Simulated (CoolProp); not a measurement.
Vapour-liquid equilibrium of CH2F2 (R32) (1) + propane (2) at 27.05 °C; x and y are mole fractions of (1).

Values from CoolProp's multi-fluid Helmholtz-energy mixture model, Tillner-Roth 1997 and Lemmon 2009; pair parameters Bell 2016.

```csv
x,bubble pressure (kPa),y at the bubble point,dew pressure at overall composition x (kPa),liquid density (mol/L)
0.05,1271,0.205,1058,11.19
0.125,1568,0.361,1153,11.35
0.2,1772,0.447,1263,11.53
0.275,1913,0.502,1392,11.73
0.35,2011,0.542,1543,11.97
0.425,2080,0.575,1718,12.27
0.5,2129,0.604,1908,12.64
0.575,2160,0.633,2081,13.11
0.65,2176,0.664,2171,13.69
0.725,2172,0.699,2158,14.41
0.8,2142,0.744,2079,15.27
0.875,2071,0.806,1973,16.28
0.95,1933,0.901,1859,17.44
```

y crosses x between x = 0.65 and 0.725: the model has an azeotrope there.

Pair parameters are fitted to limited data, so mixtures are less certain than the pure fluids. With so large a gap from Raoult's law the liquid may split in two, which this calculation doesn't test in full.
